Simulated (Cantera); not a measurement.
Feed: 1 mol SiH₄, 0.14 mol H₂O, held at 80.0 Pa.

Equilibrium computed with Cantera from the NASA thermochemical tables; the gas is ideal and each condensed phase is pure. Candidate condensed phases: H₂O, Si, SiO₂; 18 gas species. Rates play no part. All values below are at 675 °C.

Base state: H₂ 1.00 (mole fractions); condensed: Si(s) + SiO₂(β-quartz).

Problem. What changes in the equilibrium state with this change: SiH₄ replaced by SiF₄?

Solution. 
| species | before | after |
|---|---|---|
| SiF₄ | 0 | 0.773 |
| HF | 0 | 0.222 |
| H₂O | <1e-9 | 0.00485 |
| H₂ | 1.00 | 2.59e-8 |
| Si(s), mol | 0.930 | 0 |
| SiO₂(β-quartz), mol | 0.0700 | 0.0671 |
